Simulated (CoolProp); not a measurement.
Model: reference Helmholtz-energy equation of state, Akasaka 2020, in CoolProp.

Give the vapour pressure (bar), vapour density (kg/m³), enthalpy of vaporisation (kJ/kg), liquid cp (kJ/(kg K)) of saturated R1123 at 8.15, 14.45, 20.75 °C.


```json
[
 {"T (°C)": "8.15", "p (bar)": "13.7", "vapour density (kg/m³)": "61.7", "enthalpy of vaporisation (kJ/kg)": "162", "liquid cp (kJ/(kg K))": "1.55"},
 {"T (°C)": "14.45", "p (bar)": "16.2", "vapour density (kg/m³)": "74.3", "enthalpy of vaporisation (kJ/kg)": "154", "liquid cp (kJ/(kg K))": "1.61"},
 {"T (°C)": "20.75", "p (bar)": "19.1", "vapour density (kg/m³)": "89.4", "enthalpy of vaporisation (kJ/kg)": "145", "liquid cp (kJ/(kg K))": "1.68"}
]
```
